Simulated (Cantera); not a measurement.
Charge: 1 mol CF4, 0.039 mol F2, at 1927 °C and 0.133 bar.

Cantera equilibrium calculation (NASA polynomials, part measured and part estimated; ideal gas, pure solids and liquids). Candidate condensed phases: C; 13 gas species. Gases not in the tables: C2F6 and larger saturated fluorocarbons. Equilibrium is a limit: real reactors are often held back by kinetics, nucleation or transport.

Base state: CF4 0.888, F 0.0967, CF2 0.0109, CF3 0.00436 (mole fractions); condensed: gas only.

Problem. What changes in the equilibrium state with this change: temperature from 1927 °C to 1252 °C?

Solution. 
```csv
species,before,after
CF4,0.888,0.928
F,0.0967,0.0722
F2,2.31e-6,7.51e-5
CF2,0.0109,<1e-9
CF3,0.00436,1.22e-8
```

Problem. What changes in the equilibrium state with this change: F2 from 0.039 to 0.47 mol?

Solution. 
| species | before | after |
|---|---|---|
| CF4 | 0.888 | 0.514 |
| F | 0.0967 | 0.485 |
| CF3 | 0.00436 | 0.000503 |
| CF2 | 0.0109 | 0.000252 |
| F2 | 2.31e-6 | 5.80e-5 |

Problem. What changes in the equilibrium state with this change: pressure from 0.133 bar to 4.60 mbar?

Solution. 
```tsv
species	before	after
F	0.0967	0.434
CF4	0.888	0.366
CF2	0.0109	0.188
CF3	0.00436	0.0116
CF	7.86e-6	0.000872
```
